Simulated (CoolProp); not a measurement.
Model: reference Helmholtz-energy equation of state, Lemmon 2006, in CoolProp. It is a short technical equation, of lower accuracy than the large ones.

### Question
For carbon monoxide, give the phase and the Z, cp (kJ/(kg K)), cv (kJ/(kg K)), speed of sound (m/s) at -192.35 °C and 5.25 MPa.

### Answer
- -192.35 °C and 5.25 MPa: liquid; Z 0.271, cp 2.10, cv 1.16, speed of sound 918
